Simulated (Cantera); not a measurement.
Input (Python, Cantera):

```python
import numpy as np
import cantera as ct

gas = ct.Solution("gri30.yaml")
gas.TPX = 1625, 1700000, {'CH4': 1, 'H2O': 1}
reactor = ct.IdealGasConstPressureReactor(gas, energy="off", clone=False)
net = ct.ReactorNet([reactor])
net.rtol, net.atol = 1e-08, 1e-18
show = ['CH4', 'H2O', 'H2', 'C2H4', 'H2O2', 'H']
times = np.geomspace(7e-06, 2, 13)

steps = ct.SolutionArray(gas, extra=["t"])
rows = []
print(f"{'t/s':>10s}{'T/K':>9s}{'P/Pa':>11s}" + "".join(f"{s:>11s}" for s in show))
for t in times:
    while net.time < t:
        t_next = net.step()
        steps.append(gas.state, t=t_next)
    rows.append([np.interp(t, steps.t, y) for y in (steps.T, steps.P, *steps(*show).X.T)])
    print(f"{t:10.3e}{rows[-1][0]:9.1f}{rows[-1][1]:11.4g}" + "".join(f"{x:11.3e}" for x in rows[-1][2:]))
rate = np.gradient(steps.T, steps.t)
print("integrator steps:", len(steps.t))
if steps.T.max() > steps.T[0] + 200:
    print(f"time of steepest temperature rise: {steps.t[rate.argmax()]:.4e} s")
gas.TPX = 1625, 1700000, {'CH4': 1, 'H2O': 1}
gas.equilibrate("TP")
print(f"equilibrium (TP): T = {gas.T:.1f} K  " + "  ".join(f"{s} {gas[s].X[0]:.3e}" for s in show))
```

Output:

```
       t/s      T/K       P/Pa        CH4        H2O         H2       C2H4       H2O2          H
 7.000e-06   1625.0    1.7e+06  4.996e-01  5.000e-01  1.874e-04  7.860e-06  9.652e-13  1.217e-07
 1.994e-05   1625.0    1.7e+06  4.989e-01  4.999e-01  5.791e-04  4.894e-05  1.261e-12  1.400e-07
 5.681e-05   1625.0    1.7e+06  4.967e-01  4.998e-01  1.850e-03  2.778e-04  1.791e-12  1.976e-07
 1.618e-04   1625.0    1.7e+06  4.897e-01  4.989e-01  6.660e-03  1.737e-03  2.797e-12  4.144e-07
 4.610e-04   1625.0    1.7e+06  4.673e-01  4.937e-01  2.552e-02  7.789e-03  3.298e-12  1.111e-06
 1.313e-03   1625.0    1.7e+06  4.124e-01  4.763e-01  7.869e-02  1.449e-02  2.593e-12  2.621e-06
 3.742e-03   1625.0    1.7e+06  3.200e-01  4.439e-01  1.721e-01  1.733e-02  1.943e-12  5.010e-06
 1.066e-02   1625.0    1.7e+06  2.223e-01  4.083e-01  2.699e-01  2.775e-02  1.772e-12  8.025e-06
 3.037e-02   1625.0    1.7e+06  1.899e-01  3.779e-01  3.169e-01  3.090e-02  1.629e-12  9.733e-06
 8.651e-02   1625.0    1.7e+06  1.923e-01  3.324e-01  3.522e-01  2.593e-02  1.134e-12  1.025e-05
 2.464e-01   1625.0    1.7e+06  1.863e-01  2.646e-01  4.110e-01  1.780e-02  6.137e-13  1.103e-05
 7.021e-01   1625.0    1.7e+06  1.610e-01  1.907e-01  4.875e-01  9.458e-03  2.689e-13  1.201e-05
 2.000e+00   1625.0    1.7e+06  1.206e-01  1.262e-01  5.668e-01  3.943e-03  1.014e-13  1.296e-05
integrator steps: 1451
equilibrium (TP): T = 1625.0 K  CH4 5.874e-03  H2O 5.328e-03  H2 7.417e-01  C2H4 5.493e-06  H2O2 1.387e-16  H 1.484e-05
```

Detailed kinetics in Cantera: GRI-Mech 3.0 (53 species, 325 reactions). The pressure lies above the range GRI-Mech 3.0 was tuned for (to about 10 atm).
